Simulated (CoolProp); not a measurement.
Vapour-liquid equilibrium of C2F6 (R116) (1) + R143a (2) at 0.0608 MPa; x and y are mole fractions of (1).

Model: multi-fluid Helmholtz-energy mixture model, Lemmon 2006 and Lemmon and Jacobsen 2000; pair parameters Bell 2016, in CoolProp.

| x | bubble temperature, mixture model (K) | bubble temperature, Raoult's law (K) | y, mixture model | y, Raoult's law |
|---|---|---|---|---|
| 0.05 | 206.0 | 212.6 | 0.437 | 0.196 |
| 0.2 | … | 205.2 | 0.774 | 0.556 |
| 0.35 | … | 199.7 | 0.841 | 0.742 |
| 0.5 | 188.2 | 195.4 | 0.865 | 0.849 |
| 0.65 | … | 192.0 | 0.880 | 0.916 |
| 0.8 | … | 189.2 | … | 0.961 |
| 0.95 | … | 186.8 | 0.962 | 0.992 |

What belongs in the gaps?


- 0.2, bubble temperature, mixture model (K): 193.3
- 0.35, bubble temperature, mixture model (K): 189.5
- 0.65, bubble temperature, mixture model (K): 187.5
- 0.8, bubble temperature, mixture model (K): 186.9
- 0.8, y, mixture model: 0.903
- 0.95, bubble temperature, mixture model (K): 186.2

The largest gap from Raoult's law is -11.9 K in bubble temperature, at x = 0.2. No azeotrope shows between x = 0.05 and 0.95.

The pair parameters rest on a limited set of measurements; away from them the model extrapolates. With so large a gap from Raoult's law the liquid may split in two, which this calculation doesn't test in full.
